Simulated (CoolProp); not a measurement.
Saturation properties of methanol.

Values from CoolProp's reference Helmholtz-energy equation of state, de Reuck 1993.

| T (K) | p (bar) | liquid density (kg/m³) | vapour density (kg/m³) |
|---|---|---|---|
| 409.4 | 9.910 | 666.0 | ___ |
| 414.9 | 11.39 | 658.3 | 12.95 |
| 420.5 | 13.07 | 650.2 | 14.95 |
| 426.1 | 14.94 | ___ | 17.22 |
| 431.7 | 17.02 | 632.8 | 19.81 |
| 437.2 | 19.28 | 623.6 | 22.68 |
| 442.8 | 21.81 | 613.9 | ___ |
| 448.4 | 24.59 | 603.5 | 29.69 |
| 454 | 27.64 | 592.6 | 33.84 |

Task: What belongs in the gaps?

Result: 
- 409.4, vapour density (kg/m³): 11.22
- 426.1, liquid density (kg/m³): 641.7
- 442.8, vapour density (kg/m³): 25.98

It boils at 337.6 K under 1 atm.
